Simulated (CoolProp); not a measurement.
Vapour-liquid equilibrium of R22 (1) + R11 (2) at 0.0746 MPa; x and y are mole fractions of (1).

Values from CoolProp's multi-fluid Helmholtz-energy mixture model, Kamei 1995 and Jacobsen 1992; pair parameters Bell 2016.

| x | bubble temperature, mixture model (K) | bubble temperature, Raoult's law (K) | y, mixture model | y, Raoult's law |
|---|---|---|---|---|
| 0.05 | (withheld) | 277.5 | (withheld) | 0.384 |
| 0.2 | 250.1 | 257.9 | 0.847 | 0.786 |
| 0.35 | 241.2 | 247.0 | (withheld) | 0.901 |
| 0.5 | 236.3 | 239.7 | 0.949 | 0.949 |
| 0.65 | 232.7 | 234.5 | (withheld) | 0.974 |
| 0.8 | (withheld) | 230.3 | (withheld) | 0.989 |
| 0.95 | 226.9 | 227.0 | (withheld) | 0.998 |

### Question
Complete the blanks.

### Answer

- 0.05, bubble temperature, mixture model (K): 272.2
- 0.05, y, mixture model: 0.501
- 0.35, y, mixture model: 0.919
- 0.65, y, mixture model: 0.967
- 0.8, bubble temperature, mixture model (K): 229.7
- 0.8, y, mixture model: 0.982
- 0.95, y, mixture model: 0.995

The largest gap from Raoult's law is -7.8 K in bubble temperature, at x = 0.2. No azeotrope shows between x = 0.05 and 0.95.

Pair parameters are fitted to limited data, so mixtures are less certain than the pure fluids.
